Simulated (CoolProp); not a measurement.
Properties of oxygen along the isobar 1.51 MPa.

Computed with CoolProp (reference Helmholtz-energy equation of state, Schmidt 1985). Above 300 K oxygen's equation is extrapolated.

```
T (K)   phase        Z  speed of sound (m/s)  conductivity (mW/(m K))  Prandtl number  fugacity coefficient
-----  ------  -------  --------------------  -----------------------  --------------  --------------------
117.9  liquid  0.04976                 668.2                      111            1.75                0.5305
149.1     gas   0.8781                 218.2                     15.3           0.857                0.8905
180.2     gas   0.9351                 248.5                     17.7           0.790                0.9382
211.3     gas   0.9621                 273.3                     20.2           0.761                0.9629
242.5     gas   0.9770                 295.1                     22.7           0.744                0.9772
273.6     gas   0.9859                 314.7                     25.1           0.734                0.9859
304.8     gas   0.9916                 332.7                     27.5           0.727                0.9915
335.9     gas   0.9954                 349.5                     29.8           0.723                0.9953
```

Viscosity comes from a separate model (Lemmon 2004). Thermal conductivity comes from a separate model (Lemmon 2004).
